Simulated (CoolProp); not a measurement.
Vapour-liquid equilibrium of R1234yf (1) + R134a (2) at -75.05 °C; x and y are mole fractions of (1).

Values from CoolProp's multi-fluid Helmholtz-energy mixture model, Lemmon 2022 and Tillner-Roth 1994; pair parameters Bell 2022.

```tsv
x	bubble pressure (MPa)	y at the bubble point	dew pressure at overall composition x (MPa)	liquid density (mol/L)
0.05	0.005756	0.098	0.005606	14.68
0.125	0.006142	0.217	0.005841	14.44
0.2	0.006466	0.313	0.006086	14.20
0.275	0.006740	0.393	0.006338	13.97
0.35	0.006973	0.464	0.006594	13.75
0.425	0.007172	0.528	0.006846	13.54
0.5	0.007341	0.587	0.007087	13.33
0.575	0.007483	0.645	0.007307	13.13
0.65	0.007602	0.702	0.007495	12.94
0.725	0.007698	0.759	0.007644	12.76
0.8	0.007770	0.819	0.007750	12.58
0.875	0.007817	0.882	0.007813	12.41
0.95	0.007836	0.950	0.007836	12.24
```

No azeotrope shows between x = 0.05 and 0.95.

The pair parameters rest on a limited set of measurements; away from them the model extrapolates.
